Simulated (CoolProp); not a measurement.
The numbers come from the reference Helmholtz-energy equation of state, Marx 1992 in CoolProp.

Task: For R113, give the phase and the cp (kJ/(kg K)), speed of sound (m/s) at 428 K and 1.01 bar; 491.8 K and 1.01 bar.

Result: 
- 428 K and 1.01 bar: gas; cp 0.766, speed of sound 140
- 491.8 K and 1.01 bar: gas; cp 0.804, speed of sound 151
